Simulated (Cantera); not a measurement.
Feed: 1 mol SiCl4, 2.6 mol Cl2, 3 mol H2, at 0.133 bar.

Method: chemical equilibrium by Gibbs-energy minimisation in Cantera with the NASA 1993 tables (ideal gas, pure condensed phases). Candidate condensed phases: Si; 19 gas species. The tables' values for SiCl3 are old estimates; treat these amounts as uncertain. Equilibrium is a limit: real reactors are often held back by kinetics, nucleation or transport. All values below are at 850 °C.

Base state: HCl 0.788, SiCl4 0.151, H2 0.0603, SiHCl3 0.000198, SiCl3 0.000157 (mole fractions); condensed: gas only.

### Question
What changes in the equilibrium state with this change: H2 from 3 to 10 mol?

### Answer
```csv
species,before,after
H2,0.0603,0.542
HCl,0.788,0.385
SiCl4,0.151,0.0713
SiCl2,2.02e-6,3.60e-5
SiHCl3,0.000198,0.00172
```
